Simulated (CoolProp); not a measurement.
Computed with CoolProp (reference Helmholtz-energy equation of state, Lemmon 2006). It is a short technical equation, of lower accuracy than the large ones.

Problem. For nitrous oxide, give the phase and the cv (kJ/(kg K)) at 226.85 °C and 2.66 MPa.

Solution. 
- 226.85 °C and 2.66 MPa: gas; cv 0.861
